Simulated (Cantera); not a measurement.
## Ignition delay

Mixture: CO : H₂ : CH₄ : O₂ : N₂ : H₂O = 1 : 0.077 : 0.031 : 0.3 : 1.92 : 0.17 (molar parts), equivalence ratio 2.0, at 13.0 bar, adiabatic and at constant volume. Ignition delay is the time to a rise of 400 K.

Computed with Cantera and GRI-Mech 3.0 (53 species, 325 reactions). The pressure lies above the range GRI-Mech 3.0 was tuned for (to about 10 atm). Below about 1000 K GRI-Mech 3.0 lacks low-temperature oxidation paths. Below about 950 K walls govern HO2 and H2O2 in real vessels.

```tsv
T0 (K)	delay (ms)
875	102
925	24.8
975	7.11
1025	2.35
1075	0.886
1125	0.374
```

The apparent activation energy between 1025 and 1125 K is 180 kJ/mol.
